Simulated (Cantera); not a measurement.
What does this Cantera script print?

```python
import numpy as np
import cantera as ct

gas = ct.Solution("gri30.yaml")
gas.TPX = 1050, 88000, {'H2': 1.5, 'O2': 1, 'N2': 17}
reactor = ct.IdealGasConstPressureReactor(gas, energy="off", clone=False)
net = ct.ReactorNet([reactor])
net.rtol, net.atol = 1e-08, 1e-18
show = ['H2', 'O2', 'OH', 'HO2', 'NO', 'NO2']
times = np.geomspace(6e-05, 4, 15)

steps = ct.SolutionArray(gas, extra=["t"])
rows = []
print(f"{'t/s':>10s}{'T/K':>9s}{'P/Pa':>11s}" + "".join(f"{s:>11s}" for s in show))
for t in times:
    while net.time < t:
        t_next = net.step()
        steps.append(gas.state, t=t_next)
    rows.append([np.interp(t, steps.t, y) for y in (steps.T, steps.P, *steps(*show).X.T)])
    print(f"{t:10.3e}{rows[-1][0]:9.1f}{rows[-1][1]:11.4g}" + "".join(f"{x:11.3e}" for x in rows[-1][2:]))
rate = np.gradient(steps.T, steps.t)
print("integrator steps:", len(steps.t))
if steps.T.max() > steps.T[0] + 200:
    print(f"time of steepest temperature rise: {steps.t[rate.argmax()]:.4e} s")
gas.TPX = 1050, 88000, {'H2': 1.5, 'O2': 1, 'N2': 17}
gas.equilibrate("TP")
print(f"equilibrium (TP): T = {gas.T:.1f} K  " + "  ".join(f"{s} {gas[s].X[0]:.3e}" for s in show))
```

Output:

```
       t/s      T/K       P/Pa         H2         O2         OH        HO2         NO        NO2
 6.000e-05   1050.0    8.8e+04  7.692e-02  5.128e-02  8.362e-11  1.320e-09  2.910e-21  9.040e-28
 1.327e-04   1050.0    8.8e+04  7.692e-02  5.128e-02  1.276e-09  1.650e-08  4.846e-19  2.042e-24
 2.933e-04   1050.0    8.8e+04  7.690e-02  5.127e-02  4.492e-07  4.628e-06  4.861e-14  5.388e-17
 6.484e-04   1050.0    8.8e+04  1.055e-02  1.891e-02  5.551e-04  1.588e-05  8.989e-07  2.086e-10
 1.434e-03   1050.0    8.8e+04  1.417e-03  1.400e-02  8.268e-05  9.799e-06  1.035e-06  3.555e-09
 3.169e-03   1050.0    8.8e+04  5.518e-04  1.359e-02  2.413e-05  6.834e-06  1.020e-06  1.972e-08
 7.007e-03   1050.0    8.8e+04  2.686e-04  1.346e-02  9.193e-06  4.661e-06  9.760e-07  6.420e-08
 1.549e-02   1050.0    8.8e+04  1.412e-04  1.340e-02  3.953e-06  3.011e-06  8.864e-07  1.540e-07
 3.425e-02   1050.0    8.8e+04  7.292e-05  1.337e-02  1.986e-06  1.785e-06  7.607e-07  2.797e-07
 7.572e-02   1050.0    8.8e+04  3.369e-05  1.335e-02  1.089e-06  9.142e-07  6.264e-07  4.141e-07
 1.674e-01   1050.0    8.8e+04  1.303e-05  1.334e-02  6.162e-07  3.810e-07  5.173e-07  5.232e-07
 3.701e-01   1050.0    8.8e+04  3.879e-06  1.333e-02  3.643e-07  1.208e-07  4.789e-07  5.616e-07
 8.183e-01   1050.0    8.8e+04  8.057e-07  1.333e-02  2.087e-07  2.844e-08  5.403e-07  5.002e-07
 1.809e+00   1050.0    8.8e+04  1.337e-07  1.333e-02  1.016e-07  6.907e-09  6.520e-07  3.885e-07
 4.000e+00   1050.0    8.8e+04  2.158e-08  1.333e-02  5.616e-08  2.551e-09  7.499e-07  2.906e-07
integrator steps: 1590
equilibrium (TP): T = 1050.0 K  H2 2.690e-10  O2 1.333e-02  OH 1.356e-07  HO2 2.185e-10  NO 1.435e-05  NO2 1.305e-07
```

Computed with Cantera and GRI-Mech 3.0 (53 species, 325 reactions). The temperature is held fixed by assumption; the heat of reaction is taken as removed at once.
